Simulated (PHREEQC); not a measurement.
Solution (25 °C): 0.066 mol/kgw HF, 0.08 mol/kgw NH4F and 0.0011 mol/kgw H2SO4. Closed to the air; pH follows from the charge balance.

The numbers come from PHREEQC with the ion-association model, phreeqc.dat.

Precipitation was switched off in this run.

Question: Order these S species by the share of S that they hold, largest first: HSO4-, SO4-2, NH4SO4-.

Answer: SO4-2 (70 %), NH4SO4- (28 %), HSO4- (2.5 %)

Question: Order these F species by the share of F that they hold, largest first: F-, HF2-, HF.

Answer: F- (45 %), HF (37 %), HF2- (18 %)

The pH is 3.14 and the ionic strength 0.0813 mol/kgw.
